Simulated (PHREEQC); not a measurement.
**Alkaline etch or developer: speciation**

Dissolve 0.61 mol/kgw NaOH and 0.00011 mol/kgw H3BO3 at 90 °C. Closed to the air; pH follows from the charge balance.

Equilibrium calculation in PHREEQC: ion-association model, phreeqc.dat.

The pH comes out as 11.96 and the ionic strength is 0.610 mol/kgw. The activity of water is 0.979 and the specific conductance is 282000 µS/cm. The density comes out as 0.990 g/cm³ and the total alkalinity is 610 meq/kg.

| species | molality | activity | log γ |
|---|---|---|---|
| Na+ | 0.610 | 0.413 | -0.169 |
| OH- | 0.610 | 0.353 | -0.237 |
| H2BO3- | 0.000110 | 7.79e-5 | -0.150 |
| O2 | 2.37e-5 | 2.72e-5 | 0.061 |
| H3BO3 | 4.85e-8 | 5.58e-8 | 0.061 |

Precipitation was switched off in this run. At this temperature some constants are extrapolated from 25 °C, and those without enthalpy data are left unchanged.
